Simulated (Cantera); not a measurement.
## Gas-phase reforming

An isothermal, constant-pressure homogeneous reactor starts with CH₄ : H₂O : H₂ = 1 : 0.62 : 0.7 (molar parts), at 1875 K and 0.132 atm.

Computed with Cantera and GRI-Mech 3.0 (53 species, 325 reactions). GRI-Mech 3.0 stops at C3 and has no aromatics, soot or wall deposition, so with more carbon than oxygen in the feed, carbon stays in small species such as C2H2 where larger ones or solid carbon would form.

| t (s) | x CH₄ | x H₂O | x H₂ | x HO₂ | x CH₂CO | x OH |
|---|---|---|---|---|---|---|
| 4.00e-6 | 0.431 | 0.267 | 0.302 | <1e-12 | <1e-12 | 5.40e-7 |
| 1.24e-5 | 0.430 | 0.267 | 0.302 | <1e-12 | <1e-12 | 1.34e-6 |
| 3.86e-5 | 0.429 | 0.267 | 0.302 | <1e-12 | <1e-12 | 3.81e-6 |
| 0.000120 | 0.424 | 0.266 | 0.304 | <1e-12 | 1.03e-9 | 1.11e-5 |
| 0.000372 | 0.389 | 0.262 | 0.327 | <1e-12 | 8.27e-7 | 2.67e-5 |
| 0.00116 | 0.256 | 0.236 | 0.439 | 1.43e-12 | 3.39e-5 | 3.00e-5 |
| 0.00359 | 0.122 | 0.206 | 0.559 | 1.43e-12 | 6.96e-5 | 2.79e-5 |
| 0.0111 | 0.0444 | 0.183 | 0.632 | 1.64e-12 | 7.57e-5 | 2.78e-5 |
| 0.0346 | 0.0179 | 0.154 | 0.672 | 1.53e-12 | 6.25e-5 | 2.59e-5 |
| 0.107 | 0.0121 | 0.105 | 0.711 | <1e-12 | 3.44e-5 | 1.75e-5 |
| 0.334 | 0.00743 | 0.0479 | 0.754 | <1e-12 | 1.11e-5 | 7.71e-6 |
| 1.04 | 0.00323 | 0.0101 | 0.784 | <1e-12 | 1.80e-6 | 1.60e-6 |
| 3.22 | 0.000902 | 0.000242 | 0.792 | <1e-12 | 7.38e-8 | 3.82e-8 |
| 10.0 | 0.000696 | 2.41e-7 | 0.792 | <1e-12 | 2.87e-8 | 3.81e-11 |
x: mole fraction; the columns are a selection and need not sum to one.

Equilibrium at this temperature and pressure: CH₄ 0.000696, H₂O 2.38e-7, H₂ 0.792, HO₂ <1e-12, CH₂CO 2.87e-8, OH 3.76e-11 (gas phase only).
